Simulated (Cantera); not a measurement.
Mixture: CH3OH : O2 : N2 = 1 : 3.49 : 19.5 (molar parts), at 20.0 bar, adiabatic and at constant volume. Ignition delay is the time to a rise of 400 K.

Computed with Cantera and GRI-Mech 3.0 (53 species, 325 reactions). GRI-Mech 3.0 was tuned for natural gas; its chemistry of methanol as a main component is partial and can be far from experiment. The pressure lies above the range GRI-Mech 3.0 was tuned for (to about 10 atm).

### Question
What does this change do: pressure from 20.0 bar to 5.00 bar?

### Answer
| quantity | before | after |
|---|---|---|
| delay at 1323 K | 0.191 ms | 0.530 ms |
| delay at 1373 K | 0.101 ms | 0.286 ms |
| delay at 1423 K | 56.9 µs | 0.164 ms |
| delay at 1473 K | 33.9 µs | 99.4 µs |
| delay at 1523 K | 21.1 µs | 63.2 µs |
| delay at 1573 K | 13.8 µs | 41.8 µs |
| delay at 1623 K | 9.31 µs | 28.8 µs |
| apparent activation energy between 1523 and 1623 K | 170 kJ/mol | 160 kJ/mol |

### Question
What does this change do: 2.2 parts CO2 added?

### Answer
```csv
quantity,before,after
delay at 1323 K,0.191 ms,0.198 ms
delay at 1373 K,0.101 ms,0.105 ms
delay at 1423 K,56.9 µs,59.3 µs
delay at 1473 K,33.9 µs,35.4 µs
delay at 1523 K,21.1 µs,22.3 µs
delay at 1573 K,13.8 µs,14.6 µs
delay at 1623 K,9.31 µs,9.92 µs
apparent activation energy between 1523 and 1623 K,170 kJ/mol,170 kJ/mol
```
